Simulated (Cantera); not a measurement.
A freely propagating, adiabatic, planar premixed flame of H₂ : O₂ : N₂ : H₂O = 1 : 0.61 : 2.68 : 0.98 (molar parts), unburnt at 525 K and 563 Torr; mixture-averaged transport, grid criteria slope 0.08 and curve 0.16, no radiation.

Computed with Cantera and the H2/O2 subset of GRI-Mech 3.0, which has no nitrogen chemistry. Burning velocities carry a grid error of a few per cent, more on coarse grids.

x: mole fraction of selected species; z is measured from the peak of heat release.

```tsv
z (mm)	T (K)	u (m/s)	x H₂	x O₂	x H₂O	x OH	x H	x H₂O₂
-1.79	525	2.02	0.190	0.116	0.186	<1e-8	<1e-8	<1e-8
-1.19	525	2.02	0.189	0.116	0.186	<1e-8	<1e-8	<1e-8
-0.893	525	2.02	0.188	0.116	0.186	<1e-8	<1e-8	2.15e-8
-0.596	527	2.01	0.184	0.117	0.188	<1e-8	<1e-8	4.93e-7
-0.298	576	2.15	0.160	0.118	0.197	1.54e-5	1.55e-5	2.47e-5
-0.149	789	2.88	0.125	0.110	0.227	0.000384	0.000914	4.15e-5
0	1110	3.98	0.0788	0.0862	0.283	0.00124	0.00587	1.24e-5
0.149	1345	4.78	0.0412	0.0574	0.335	0.00359	0.0109	5.35e-6
0.298	…	5.24	…	…	0.362	…	0.0110	…
0.596	1607	5.67	0.0160	0.0337	0.379	0.00716	0.00722	1.89e-6
1.19	1710	6.00	0.0108	0.0298	0.390	0.00665	0.00339	9.47e-7
2.38	1781	6.23	0.00607	0.0272	0.400	0.00528	0.00125	5.19e-7
4.76	1822	6.35	0.00282	0.0258	0.406	0.00372	0.000367	2.90e-7
```

Q: Some entries are withheld; supply them.

A: 
- 0.298, T (K): 1477
- 0.298, x H₂: 0.0245
- 0.298, x O₂: 0.0422
- 0.298, x OH: 0.00584
- 0.298, x H₂O₂: 3.63e-6
